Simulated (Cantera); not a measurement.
**Adiabatic ignition**

An adiabatic, constant-volume homogeneous reactor starts with H₂ : O₂ : N₂ = 1 : 1.52 : 5.7 (molar parts), equivalence ratio 0.33, at 1700 K and 190000 Pa.

Cantera simulation using the H2/O2 subset of GRI-Mech 3.0, which has no nitrogen chemistry; the numbers are that mechanism's predictions, not measurements.

```tsv
t (s)	T (K)	P (bar)	x H₂	x O₂	x HO₂	x H₂O	x O	x H₂O₂	x OH
4.00e-6	1717	1.92	0.0863	0.166	5.96e-5	0.0242	0.00691	8.80e-7	0.00665
1.07e-5	2126	2.32	0.00956	0.117	3.28e-5	0.0961	0.0273	6.28e-7	0.0213
2.88e-5	2462	2.63	0.00447	0.122	1.49e-5	0.111	0.0119	3.74e-7	0.0198
7.72e-5	2594	2.75	0.00202	0.126	1.72e-5	0.118	0.00527	5.80e-7	0.0149
0.000207	2600	2.75	0.00192	0.126	1.76e-5	0.119	0.00501	6.06e-7	0.0146
0.000556	2600	2.75	0.00192	0.126	1.76e-5	0.119	0.00501	6.06e-7	0.0146
0.00149	2600	2.75	0.00192	0.126	1.76e-5	0.119	0.00501	6.06e-7	0.0146
0.00400	2600	2.75	0.00192	0.126	1.76e-5	0.119	0.00501	6.06e-7	0.0146
0.0107	2600	2.75	0.00192	0.126	1.76e-5	0.119	0.00501	6.06e-7	0.0146
0.0288	2600	2.75	0.00192	0.126	1.76e-5	0.119	0.00501	6.06e-7	0.0146
0.0772	2600	2.75	0.00192	0.126	1.76e-5	0.119	0.00501	6.06e-7	0.0146
0.207	2600	2.75	0.00192	0.126	1.76e-5	0.119	0.00501	6.06e-7	0.0146
0.556	2600	2.75	0.00192	0.126	1.76e-5	0.119	0.00501	6.06e-7	0.0146
1.49	2600	2.75	0.00192	0.126	1.76e-5	0.119	0.00501	6.06e-7	0.0146
4.00	2600	2.75	0.00192	0.126	1.76e-5	0.119	0.00501	6.06e-7	0.0146
```
x: mole fraction; the columns are a selection and need not sum to one.

```json
{
  "time_of_steepest_temperature_rise": "4.93 µs",
  "temperature at 4.00 s": "2600 K",
  "equilibrium_temperature": "2600 K",
  "x(H₂) at 4.00 s": "0.00192 (gas-phase equilibrium 0.00192)",
  "x(O₂) at 4.00 s": "0.126 (gas-phase equilibrium 0.126)",
  "x(HO₂) at 4.00 s": "1.76e-5 (gas-phase equilibrium 1.76e-5)"
}
```
